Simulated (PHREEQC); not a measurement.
A made-up water analysis in mg/L, 20 °C, pH 6.54, pe 2.8: Na 1.62; K 3.27; Ca 11.4; Mg 0.215; Cl 2.56; S(6) as SO4 6.24; Alkalinity as HCO3 32.9; B 0.0137; Br 0.0242; N(-3) as NH4 0.172.

Valence states are taken as typed.

Computed with PHREEQC (ion-association model, phreeqc.dat).

This is a speciation only: nothing precipitates in the calculation.

Predict the charge-balance error.

charge-balance error 0.6 %.

In which forms is C present?

HCO3- 60 %, CO2 40 % of the C.

Species that the database lacks are ignored.
